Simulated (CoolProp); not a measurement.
The numbers come from the reference Helmholtz-energy equation of state, Lemmon 2006 in CoolProp. It is a short technical equation, of lower accuracy than the large ones.

Question: Give the vapour pressure (kPa), liquid density (kg/m³), enthalpy of vaporisation (kJ/kg), liquid cp (kJ/(kg K)) of saturated n-nonane at 450.4 K.

Answer: 
```csv
T (K),p (kPa),liquid density (kg/m³),enthalpy of vaporisation (kJ/kg),liquid cp (kJ/(kg K))
450.4,195,584,270,2.86
```
